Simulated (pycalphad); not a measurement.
## Phase fractions of Si-1.32Sn (at.%)

CALPHAD calculation (pycalphad, COST 507 light-alloy database (1999)), 1 atm. The data set is of 1999 and partly superseded. Amounts are mole fractions of atoms.

```json
[
 {"T (K)": "1700", "liquid": "1.000", "diamond (Si)": "-", "bct (Sn)": "-"},
 {"T (K)": "1650", "liquid": "0.104", "diamond (Si)": "0.896", "bct (Sn)": "-"},
 {"T (K)": "1600", "liquid": "?", "diamond (Si)": "?", "bct (Sn)": "-"},
 {"T (K)": "1550", "liquid": "0.018", "diamond (Si)": "0.982", "bct (Sn)": "-"},
 {"T (K)": "1500", "liquid": "0.016", "diamond (Si)": "0.984", "bct (Sn)": "-"},
 {"T (K)": "1450", "liquid": "0.015", "diamond (Si)": "0.985", "bct (Sn)": "-"},
 {"T (K)": "1400", "liquid": "0.014", "diamond (Si)": "0.986", "bct (Sn)": "-"},
 {"T (K)": "1350", "liquid": "0.014", "diamond (Si)": "0.986", "bct (Sn)": "-"},
 {"T (K)": "1300", "liquid": "0.014", "diamond (Si)": "0.986", "bct (Sn)": "-"},
 {"T (K)": "1250", "liquid": "0.014", "diamond (Si)": "0.986", "bct (Sn)": "-"},
 {"T (K)": "1200", "liquid": "0.013", "diamond (Si)": "0.987", "bct (Sn)": "-"},
 {"T (K)": "1150", "liquid": "0.013", "diamond (Si)": "0.987", "bct (Sn)": "-"},
 {"T (K)": "1100", "liquid": "0.013", "diamond (Si)": "0.987", "bct (Sn)": "-"},
 {"T (K)": "1050", "liquid": "0.013", "diamond (Si)": "0.987", "bct (Sn)": "-"},
 {"T (K)": "1000", "liquid": "0.013", "diamond (Si)": "0.987", "bct (Sn)": "-"},
 {"T (K)": "950", "liquid": "0.013", "diamond (Si)": "0.987", "bct (Sn)": "-"},
 {"T (K)": "900", "liquid": "0.013", "diamond (Si)": "0.987", "bct (Sn)": "-"},
 {"T (K)": "850", "liquid": "0.013", "diamond (Si)": "0.987", "bct (Sn)": "-"},
 {"T (K)": "800", "liquid": "0.013", "diamond (Si)": "0.987", "bct (Sn)": "-"},
 {"T (K)": "750", "liquid": "0.013", "diamond (Si)": "0.987", "bct (Sn)": "-"},
 {"T (K)": "700", "liquid": "0.013", "diamond (Si)": "0.987", "bct (Sn)": "-"},
 {"T (K)": "650", "liquid": "0.013", "diamond (Si)": "0.987", "bct (Sn)": "-"},
 {"T (K)": "600", "liquid": "0.013", "diamond (Si)": "0.987", "bct (Sn)": "-"},
 {"T (K)": "550", "liquid": "0.013", "diamond (Si)": "0.987", "bct (Sn)": "-"},
 {"T (K)": "500", "liquid": "-", "diamond (Si)": "0.987", "bct (Sn)": "0.013"}
]
```

**Question.** Fill in the missing entries.

**Answer.** 
- 1600, liquid: 0.023
- 1600, diamond (Si): 0.977
